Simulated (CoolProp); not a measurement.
Vapour-liquid equilibrium of n-hexane (1) + hexamethyldisiloxane (MM) (2) at 454 K; x and y are mole fractions of (1).

Model: multi-fluid Helmholtz-energy mixture model, Thol 2019 and Thol 2016; pair parameters Bell 2016, in CoolProp.

| x | bubble pressure (MPa) | y at the bubble point | dew pressure at overall composition x (MPa) | liquid density (mol/L) |
|---|---|---|---|---|
| 0.05 | 0.6776 | 0.075 | 0.6690 | 3.521 |
| 0.125 | 0.7154 | 0.180 | 0.6952 | 3.633 |
| 0.2 | 0.7537 | 0.277 | 0.7231 | 3.750 |
| 0.275 | 0.7932 | 0.368 | 0.7530 | 3.875 |
| 0.35 | 0.8344 | 0.454 | 0.7852 | 4.007 |
| 0.425 | 0.8779 | 0.535 | 0.8202 | 4.146 |
| 0.5 | 0.9241 | 0.611 | 0.8587 | 4.293 |
| 0.575 | 0.9735 | 0.684 | 0.9015 | 4.448 |
| 0.65 | 1.026 | 0.751 | 0.9497 | 4.612 |
| 0.725 | 1.083 | 0.814 | 1.005 | 4.783 |
| 0.8 | 1.143 | 0.872 | 1.069 | 4.964 |
| 0.875 | 1.207 | 0.925 | 1.146 | 5.154 |
| 0.95 | 1.274 | 0.972 | 1.242 | 5.352 |

No azeotrope shows between x = 0.05 and 0.95.

Pair parameters are fitted to limited data, so mixtures are less certain than the pure fluids.
